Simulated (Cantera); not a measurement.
An adiabatic, constant-volume homogeneous reactor starts with C2H4 : O2 : N2 : H2O = 1 : 4.23 : 15.9 : 1.1 (molar parts), equivalence ratio 0.71, at 1498 K and 60000 Pa. Integrator tolerance rtol = 1e-08.

Detailed kinetics in Cantera: GRI-Mech 3.0 (53 species, 325 reactions). GRI-Mech 3.0 was tuned for natural gas; its chemistry of ethylene as a main component is partial and can be far from experiment.

What does this change do: 0.35 parts CO2 added?


```tsv
quantity	before	after
time of steepest temperature rise	54.7 µs	55.4 µs
temperature at 2.00 s	2748 K	2722 K
equilibrium temperature	2748 K	2722 K
x(C2H4) at 2.00 s	<1e-12 (gas-phase equilibrium <1e-12)	<1e-12 (gas-phase equilibrium <1e-12)
x(O2) at 2.00 s	0.0548 (gas-phase equilibrium 0.0548)	0.0555 (gas-phase equilibrium 0.0555)
x(H2O) at 2.00 s	0.113 (gas-phase equilibrium 0.113)	0.113 (gas-phase equilibrium 0.113)
x(CH2CO) at 2.00 s	<1e-12 (gas-phase equilibrium <1e-12)	<1e-12 (gas-phase equilibrium <1e-12)
x(OH) at 2.00 s	0.0216 (gas-phase equilibrium 0.0216)	0.0203 (gas-phase equilibrium 0.0203)
x(CH2) at 2.00 s	<1e-12 (gas-phase equilibrium <1e-12)	<1e-12 (gas-phase equilibrium <1e-12)
x(C2H2) at 2.00 s	<1e-12 (gas-phase equilibrium <1e-12)	<1e-12 (gas-phase equilibrium <1e-12)
```
